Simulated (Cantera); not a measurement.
An adiabatic, constant-volume homogeneous reactor starts with 3.95 % CH4, 5.54 % CO, 20.1 % O2, 70.4 % N2, equivalence ratio 0.53, at 1300 K and 5.80 bar.

Model: GRI-Mech 3.0 (53 species, 325 reactions), integrated in Cantera.

Problem. Predict: time of steepest temperature rise; temperature at 0.300 s; equilibrium temperature; x(CO) at 0.300 s; x(O2) at 0.300 s; x(OH) at 0.300 s.

Solution. 
```
Item                                                                 Value
---------------------------------  ---------------------------------------
time of steepest temperature rise                                  1.73 ms
temperature at 0.300 s                                              2656 K
equilibrium temperature                                             2656 K
x(CO) at 0.300 s                   0.00717 (gas-phase equilibrium 0.00717)
x(O2) at 0.300 s                     0.0879 (gas-phase equilibrium 0.0879)
x(OH) at 0.300 s                   0.00868 (gas-phase equilibrium 0.00868)
```
